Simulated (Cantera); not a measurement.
Input: 1 mol Ta₂O₅, 7.8 mol C, 0.59 mol CO, 2 mol CH₄, held at 1.00 Torr.

Cantera equilibrium calculation (NASA polynomials, part measured and part estimated; ideal gas, pure solids and liquids). Candidate condensed phases: C, C₆H₆, C₇H₈, C₈H₁₈, H₂O, Ta, TaC, Ta₂O₅; 113 gas species. TaC: taken at fixed stoichiometry. Condensed phases not in the tables: Ta₂C. Kinetics and transport are ignored. All values below are at 2150 °C.

Base state: CO 0.513, H₂ 0.245, H 0.240, C₂H₂ (acetylene) 0.00189, C₂H 0.000113, C₃ 0.000108, C 4.19e-5 (mole fractions); condensed: C(graphite) + TaC(s).

Question: What changes in the equilibrium state with this change: pressure from 1.00 Torr to 7.50 Torr?

Answer: 
| species | before | after |
|---|---|---|
| CO | 0.513 | 0.553 |
| H₂ | 0.245 | 0.341 |
| H | 0.240 | 0.104 |
| C₃ | 0.000108 | 1.44e-5 |
| C | 4.19e-5 | 5.58e-6 |
| C(graphite), mol | 2.75 | 2.74 |
| TaC(s), mol | 2.00 | 2.00 |
